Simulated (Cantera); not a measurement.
Mixture: H₂ : O₂ : N₂ : H₂O = 1 : 0.641 : 3.4 : 0.55 (molar parts), at 10.0 bar, adiabatic and at constant pressure. Ignition delay is the time to a rise of 400 K.

Computed with Cantera and GRI-Mech 3.0 (53 species, 325 reactions). The hydrogen kinetics of GRI-Mech 3.0 are dated; newer H2 mechanisms differ, most at raised pressure. Where the delays flatten at high temperature, the 400 K rule measures the pace of heat release, not the induction time.

Question: What does this change do: pressure from 10.0 bar to 12.0 bar?

Answer: 
| quantity | before | after |
|---|---|---|
| delay at 1250 K | 0.103 ms | 0.111 ms |
| delay at 1400 K | 5.68 µs | 6.33 µs |
| delay at 1550 K | 2.12 µs | 1.87 µs |
| delay at 1700 K | 1.32 µs | 1.10 µs |
The pressure lies above the range GRI-Mech 3.0 was tuned for (to about 10 atm).
